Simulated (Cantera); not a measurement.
A closed system holds: 1 mol NaI, 19 mol H2, 11 mol N2, equilibrated at 2.70 Pa.

Equilibrium computed with Cantera from the NASA thermochemical tables; the gas is ideal and each condensed phase is pure. Candidate condensed phases: I2, Na, NaI; 16 gas species. Kinetics and transport are ignored.

x: gas mole fraction; nothing condenses.

```csv
T (K),x H2,x N2,x H,x NaI,x Na,x I
1023,0.613,0.355,6.24e-7,0.0321,0.000140,0.000107
1098,0.613,0.355,3.73e-6,0.0318,0.000449,0.000387
1173,0.612,0.354,1.78e-5,0.0310,0.00126,0.00115
1248,0.611,0.354,7.02e-5,0.0291,0.00308,0.00292
1323,0.609,0.352,[?],[?],[?],[?]
1398,0.605,0.350,[?],[?],[?],[?]
1473,0.600,0.348,0.00189,0.0126,0.0190,0.0188
1548,0.594,0.345,0.00457,0.00642,0.0250,0.0247
1623,0.587,0.343,0.0102,0.00276,0.0284,0.0282
1698,0.578,0.341,0.0211,0.00111,0.0298,0.0297
1773,0.561,0.337,0.0410,0.000453,0.0302,0.0300
```

Task: Complete the blanks.

Result: 
- 1323, x H: 0.000238
- 1323, x NaI: 0.0255
- 1323, x Na: 0.00659
- 1323, x I: 0.00638
- 1398, x H: 0.000708
- 1398, x NaI: 0.0197
- 1398, x Na: 0.0122
- 1398, x I: 0.0119
